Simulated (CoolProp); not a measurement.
Vapour-liquid equilibrium of R143a (1) + isobutene (2) at 210.7 K; x and y are mole fractions of (1).

Model: multi-fluid Helmholtz-energy mixture model, Lemmon and Jacobsen 2000 and Lemmon 2005; pair parameters Bell 2016, in CoolProp.

Task: Give the bubble pressure and the first vapour's composition at x = 0.05, 0.125, 0.875. Is there an azeotrope?

Result: x = 0.05: 0.1390 bar, y = 0.594; x = 0.125: 0.2213 bar, y = 0.759; x = 0.875: 0.4340 bar, y = 0.951. No azeotrope shows between x = 0.05 and 0.95.

Pair parameters are fitted to limited data, so mixtures are less certain than the pure fluids. With so large a gap from Raoult's law the liquid may split in two, which this calculation doesn't test in full.
